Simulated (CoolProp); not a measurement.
Vapour-liquid equilibrium of n-octane (1) + n-dodecane (2) at 25 kPa; x and y are mole fractions of (1).

Model: multi-fluid Helmholtz-energy mixture model, Beckmüller 2019 and Lemmon 2004; pair parameters Bell 2016, in CoolProp.

```json
[
 {"x": "0.05", "bubble temperature (K)": "426.5", "y at the bubble point": "0.346", "dew temperature at overall composition x (K)": "436.7", "liquid density (mol/L)": "3.859"},
 {"x": "0.2", "bubble temperature (K)": "401.4", "y at the bubble point": "0.776", "dew temperature at overall composition x (K)": "431.9", "liquid density (mol/L)": "4.154"},
 {"x": "0.35", "bubble temperature (K)": "385.8", "y at the bubble point": "0.905", "dew temperature at overall composition x (K)": "426.3", "liquid density (mol/L)": "4.427"},
 {"x": "0.5", "bubble temperature (K)": "375.1", "y at the bubble point": "0.955", "dew temperature at overall composition x (K)": "419.6", "liquid density (mol/L)": "4.697"},
 {"x": "0.65", "bubble temperature (K)": "367.2", "y at the bubble point": "0.979", "dew temperature at overall composition x (K)": "411.1", "liquid density (mol/L)": "4.977"},
 {"x": "0.8", "bubble temperature (K)": "361.2", "y at the bubble point": "0.991", "dew temperature at overall composition x (K)": "399.1", "liquid density (mol/L)": "5.273"},
 {"x": "0.95", "bubble temperature (K)": "356.4", "y at the bubble point": "0.998", "dew temperature at overall composition x (K)": "376.4", "liquid density (mol/L)": "5.588"}
]
```

No azeotrope shows between x = 0.05 and 0.95.

Pair parameters are fitted to limited data, so mixtures are less certain than the pure fluids.
